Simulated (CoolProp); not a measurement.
100 sccm (0 °C, 1 atm) of nitrogen bubbles through liquid n-heptane at 353.8 K and leaves saturated at a total pressure of 0.15 MPa (ideal gas phase). Each further row changes one setting.

Values from CoolProp's reference Helmholtz-energy equation of state, Span 2003. It is a short technical equation, of lower accuracy than the large ones.

| case | vapour pressure (kPa) | mole fraction of vapour | delivery (mg/min) | delivery (sccm) | change of delivery for a bath 1 K warmer (%) |
|---|---|---|---|---|---|
| as stated | 58.3 | 0.389 | 284 | 63.6 | 5.6 |
| bath temperature 358.8 K | 68.6 | 0.457 | 377 | 84.3 | 6.1 |
| total pressure 0.3 MPa | 58.3 | 0.194 | 108 | 24.1 | 4.2 |
